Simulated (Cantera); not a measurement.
A perfectly stirred reactor is fed with H2 : O2 = 0.13 : 1 (molar parts), at 1.28 Torr; it is held at 1248 K, and followed from long to short residence time.

Cantera simulation using GRI-Mech 3.0 (53 species, 325 reactions); the numbers are that mechanism's predictions, not measurements. Radical loss at walls, strong at low pressure, is not modelled. The temperature is held fixed by assumption; the heat of reaction is taken as removed at once.

One state of this run: x H2 = 0.0163; x O2 = 0.818; x OH = 0.0104; x HO2 = 7.00e-7; x H2O = 0.0780. x: mole fraction; the columns are a selection and need not sum to one.

**Question.** Which value of τ (s) does it belong to?
A) 0.0089
B) 0.097
C) 12
D) 26

**Answer.** A, 0.0089
